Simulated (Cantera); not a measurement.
An isothermal, constant-pressure homogeneous reactor starts with H2 : O2 : N2 = 0.63 : 1 : 7.6 (molar parts), equivalence ratio 0.32, at 998 K and 16000 Pa.

Detailed kinetics in Cantera: GRI-Mech 3.0 (53 species, 325 reactions). The temperature is held fixed by assumption; the heat of reaction is taken as removed at once.

x: mole fraction; the columns are a selection and need not sum to one.

```tsv
t (s)	x H2	x O2	x HO2	x O	x H2O	x H
7.00e-5	0.0683	0.108	6.12e-11	1.23e-11	2.42e-11	6.47e-11
0.000256	0.0683	0.108	3.34e-10	2.11e-10	9.56e-10	8.28e-10
0.000936	0.0683	0.108	[?]	4.41e-7	2.44e-6	1.69e-6
0.00343	0.00197	0.0774	[?]	0.000729	0.0677	0.00110
0.0125	0.000171	0.0769	[?]	2.90e-5	0.0705	5.63e-6
0.0458	2.10e-5	0.0768	[?]	3.08e-6	0.0706	2.18e-7
0.168	1.40e-6	0.0768	[?]	3.25e-7	0.0707	7.10e-9
0.613	5.52e-8	0.0768	[?]	4.62e-8	0.0707	3.02e-10
2.24	4.66e-9	0.0768	[?]	9.46e-9	0.0707	2.61e-11
8.20	9.92e-10	0.0768	4.87e-10	2.34e-9	0.0707	3.18e-12
30.0	2.55e-10	0.0768	2.01e-10	6.27e-10	0.0707	<1e-12
```

Problem. Fill in the missing entries.

Solution. 
- 0.000936, x HO2: 3.03e-7
- 0.00343, x HO2: 1.15e-5
- 0.0125, x HO2: 3.59e-6
- 0.0458, x HO2: 7.13e-7
- 0.168, x HO2: 7.70e-8
- 0.613, x HO2: 9.13e-9
- 2.24, x HO2: 1.83e-9
